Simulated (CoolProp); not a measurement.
Isobutene along the isobar 1.58 MPa: density (kg/m³) from the reference equation and from simpler models built on Tc = 418.1 K, pc = 4.016 MPa, ω = 0.193; each cubic takes its own stable root.

The numbers come from the reference Helmholtz-energy equation of state, Lemmon 2005 in CoolProp. It is a short technical equation, of lower accuracy than the large ones.

```json
[
 {"T (K)": "187.4", "phase": "liquid", "reference": "711.4"},
 {"T (K)": "223.1", "phase": "liquid", "reference": "674.7"},
 {"T (K)": "258.7", "phase": "liquid", "reference": "636.7"},
 {"T (K)": "294.4", "phase": "liquid", "reference": "595.4"},
 {"T (K)": "330", "phase": "liquid", "reference": "548.2"},
 {"T (K)": "401.4", "phase": "gas", "reference": "32.40"},
 {"T (K)": "437", "phase": "gas", "reference": "28.01"},
 {"T (K)": "472.7", "phase": "gas", "reference": "24.95"},
 {"T (K)": "508.3", "phase": "gas", "reference": "22.64"}
]
```

Q: How far does each simpler model (Redlich-Kwong, Peng-Robinson) lie from the reference over these 9 states: mean and median of the absolute difference, and the worst?

A: 
- Redlich-Kwong: mean 5.4 %, median 8.2 %, worst -11.8 % at 330 K and 1.58 MPa
- Peng-Robinson: mean 3.0 %, median 3.5 %, worst +5.4 % at 258.7 K and 1.58 MPa
